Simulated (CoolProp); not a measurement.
Vapour-liquid equilibrium of R22 (1) + R134a (2) at 0.144 MPa; x and y are mole fractions of (1).

Computed with CoolProp (multi-fluid Helmholtz-energy mixture model, Kamei 1995 and Tillner-Roth 1994; pair parameters Bell 2016).

```
x      bubble temperature, mixture model (°C)  bubble temperature, Raoult's law (°C)  y, mixture model  y, Raoult's law
-----  --------------------------------------  -------------------------------------  ----------------  ---------------
0.05                                    -19.4                                  -19.1             0.097            0.088
0.125                                   -21.1                                  -20.5             0.223            0.209
0.2                                     -22.6                                  -21.8             0.331            0.318
0.275                                   -24.0                                  -23.1             0.425            0.416
0.35                                    -25.3                                  -24.3             0.508            0.504
0.425                                   -26.4                                  -25.5             0.582            0.584
0.5                                     -27.5                                  -26.6             0.649            0.656
0.575                                   -28.5                                  -27.6             0.710            0.722
0.65                                    -29.4                                  -28.7             0.768            0.782
0.725                                   -30.2                                  -29.7             0.821            0.836
0.8                                     -31.0                                  -30.6             0.873            0.886
0.875                                   -31.8                                  -31.6             0.922            0.932
0.95                                    -32.5                                  -32.4             0.969            0.974
```

The largest gap from Raoult's law is -1.0 K in bubble temperature, at x = 0.35. No azeotrope shows between x = 0.05 and 0.95.

Pair parameters are fitted to limited data, so mixtures are less certain than the pure fluids.
